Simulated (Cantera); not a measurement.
**Equilibrium for tantalum, niobium, vanadium and zirconium in process gases: Ta + CH₄ + CO₂**

Input: 1 mol Ta, 0.14 mol CH₄, a varied amount of CO₂, held at 97.0 Pa.

Method: chemical equilibrium by Gibbs-energy minimisation in Cantera with the NASA 1993 tables (ideal gas, pure condensed phases). Candidate condensed phases: C, C₆H₆, C₇H₈, C₈H₁₈, H₂O, Ta, TaC, Ta₂O₅; 113 gas species. Mutual solubility and eutectic melting of coexisting phases are not modelled. TaC: taken at fixed stoichiometry. Condensed phases not in the tables: Ta₂C, N, O or C dissolved in the metal. Rates play no part.

Q: Map the stable condensed phases over T = 1025, 1225, 1425, 1625, 1825, 2025, 2225, 2425, 2625 K and n(CO₂) in mol = 0.17, 0.29, 0.5, 0.87, 1.5, 2.6, 4.5, 7.8.

A: 
```
T in K \ n(CO₂) in mol
         0.17 0.29  0.5 0.87  1.5  2.6  4.5  7.8
   2625     A    A    A    A    A    B    B    B
   2425     A    A    A    A    A    C    C    C
   2225     A    D    D    D    D    C    C    C
   2025     D    D    D    D    D    D    C    C
   1825     E    E    E    F    F    F    C    C
   1625     E    E    F    F    F    F    C    C
   1425     E    E    F    F    F    F    C    C
   1225     E    E    F    F    F    F    C    C
   1025     E    E    F    F    F    G    C    C
```
A: Ta; B: gas only; C: Ta₂O₅; D: Ta + Ta₂O₅; E: Ta + TaC + Ta₂O₅; F: TaC + Ta₂O₅; G: C + Ta₂O₅.
